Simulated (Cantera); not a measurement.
A freely propagating, adiabatic, planar premixed flame of 2.90 % CH₄, 2.76 % C₂H₆, 19.8 % O₂, 74.5 % N₂, unburnt at 425 K and 750 Torr; mixture-averaged transport, grid criteria slope 0.08 and curve 0.16, no radiation.

Cantera simulation using GRI-Mech 3.0 (53 species, 325 reactions); the numbers are that mechanism's predictions, not measurements. Burning velocities carry a grid error of a few per cent, more on coarse grids.

Task: Predict: laminar burning velocity; thermal thickness; peak x(CH₃); peak x(H₂).

Result: 
```
Item                          Value
------------------------  ---------
laminar burning velocity  54.4 cm/s
thermal thickness          0.418 mm
peak x(CH₃)                 0.00141
peak x(H₂)                   0.0102
```
